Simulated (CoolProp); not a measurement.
2000 sccm (0 °C, 1 atm) of nitrogen bubbles through liquid n-octane at 350.6 K and leaves saturated at a total pressure of 0.15 MPa (ideal gas phase). Each further row changes one setting.

The numbers come from the reference Helmholtz-energy equation of state, Beckmüller 2019 in CoolProp.

| case | vapour pressure (kPa) | mole fraction of vapour | delivery (mg/min) | delivery (sccm) | change of delivery for a bath 1 K warmer (%) |
|---|---|---|---|---|---|
| as stated | 21.2 | ? | ? | ? | 4.5 |
| bath temperature 355.6 K | 25.6 | 0.170 | 2090 | 411 | 4.5 |
| total pressure 0.3 MPa | 21.2 | ? | ? | ? | 4.2 |

Question: Some entries are withheld; supply them.

Answer: 
- as stated, mole fraction of vapour: 0.141
- as stated, delivery (mg/min): 1680
- as stated, delivery (sccm): 329
- total pressure 0.3 MPa, mole fraction of vapour: 0.0707
- total pressure 0.3 MPa, delivery (mg/min): 776
- total pressure 0.3 MPa, delivery (sccm): 152
